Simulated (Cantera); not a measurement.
A perfectly stirred reactor is fed with H₂ : O₂ = 0.33 : 1 (molar parts), at 1.65 Torr; it is held at 975 K, and followed from long to short residence time.

Cantera simulation using the H2/O2 subset of GRI-Mech 3.0, which has no nitrogen chemistry; the numbers are that mechanism's predictions, not measurements. Radical loss at walls, strong at low pressure, is not modelled. The temperature is held fixed by assumption; the heat of reaction is taken as removed at once.

One state of this run: x H₂ = 0.0116; x O₂ = 0.684; x H = 0.0421; x OH = 0.00371; x O = 0.0246. x: mole fraction; the columns are a selection and need not sum to one.

### Question
Which value of τ (s) does it belong to?
(A) 0.22
(B) 0.39
(C) 0.014
(D) 0.073

### Answer
A, 0.22
